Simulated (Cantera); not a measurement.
# Adiabatic ignition

An adiabatic, constant-volume homogeneous reactor starts with 6.35 % CH4, 1.08 % H2, 17.0 % O2, 64.2 % N2, 11.4 % H2O, at 973 K and 1000000 Pa.

Model: GRI-Mech 3.0 (53 species, 325 reactions), integrated in Cantera. Below about 1000 K GRI-Mech 3.0 lacks low-temperature oxidation paths.

| t (s) | T (K) | P (bar) | x CH4 | x H2 | x O2 | x H2O2 | x H2O | x HO2 | x CO |
|---|---|---|---|---|---|---|---|---|---|
| 9.00e-6 | 973 | 10.0 | 0.0635 | 0.0108 | 0.170 | <1e-12 | 0.114 | 3.39e-10 | <1e-12 |
| 2.33e-5 | 973 | 10.0 | 0.0635 | 0.0108 | 0.170 | 3.85e-12 | 0.114 | 9.22e-10 | <1e-12 |
| 6.01e-5 | 973 | 10.0 | 0.0635 | 0.0108 | 0.170 | 2.75e-11 | 0.114 | 2.63e-9 | <1e-12 |
| 0.000155 | 973 | 10.0 | 0.0635 | 0.0108 | 0.170 | 2.04e-10 | 0.114 | 7.84e-9 | <1e-12 |
| 0.000402 | 973 | 10.0 | 0.0635 | 0.0108 | 0.170 | 1.51e-9 | 0.114 | 2.29e-8 | <1e-12 |
| 0.00104 | 973 | 10.0 | 0.0635 | 0.0108 | 0.170 | 1.03e-8 | 0.114 | 6.53e-8 | 4.24e-12 |
| 0.00268 | 973 | 10.0 | 0.0635 | 0.0108 | 0.170 | 6.84e-8 | 0.114 | 2.18e-7 | 6.38e-11 |
| 0.00694 | 973 | 10.0 | 0.0635 | 0.0108 | 0.170 | 7.22e-7 | 0.114 | 1.24e-6 | 4.21e-9 |
| 0.0179 | 975 | 10.0 | 0.0634 | 0.0107 | 0.169 | 1.41e-5 | 0.115 | 6.66e-6 | 5.04e-6 |
| 0.0463 | 2544 | 26.1 | <1e-12 | 0.00196 | 0.0331 | 1.77e-6 | 0.247 | 1.42e-5 | 0.00303 |
| 0.120 | 2544 | 26.1 | <1e-12 | 0.00196 | 0.0331 | 1.77e-6 | 0.247 | 1.42e-5 | 0.00303 |
| 0.310 | 2544 | 26.1 | <1e-12 | 0.00196 | 0.0331 | 1.77e-6 | 0.247 | 1.42e-5 | 0.00303 |
| 0.800 | 2544 | 26.1 | <1e-12 | 0.00196 | 0.0331 | 1.77e-6 | 0.247 | 1.42e-5 | 0.00303 |
x: mole fraction; the columns are a selection and need not sum to one.

```
Property                                                            Result
---------------------------------  ---------------------------------------
time of steepest temperature rise                                  34.5 ms
temperature at 0.800 s                                              2544 K
equilibrium temperature                                             2544 K
x(CH4) at 0.800 s                    <1e-12 (gas-phase equilibrium <1e-12)
x(H2) at 0.800 s                   0.00196 (gas-phase equilibrium 0.00196)
x(O2) at 0.800 s                     0.0331 (gas-phase equilibrium 0.0331)
```
